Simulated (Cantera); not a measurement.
Ignition delay

Mixture: 35.9 % H2, 9.97 % O2, 37.3 % N2, 16.9 % H2O, equivalence ratio 1.8, at 0.987 atm, adiabatic and at constant volume. Ignition delay is the time to a rise of 400 K.

Cantera simulation using the H2/O2 subset of GRI-Mech 3.0, which has no nitrogen chemistry; the numbers are that mechanism's predictions, not measurements. Where the delays flatten at high temperature, the 400 K rule measures the pace of heat release, not the induction time.

| T0 (K) | delay (ms) |
|---|---|
| 1200 | 0.0705 |
| 1300 | 0.0390 |
| 1400 | 0.0261 |
| 1500 | 0.0197 |
| 1600 | 0.0165 |
| 1700 | 0.0150 |
| 1800 | 0.0147 |
| 1900 | 0.0151 |
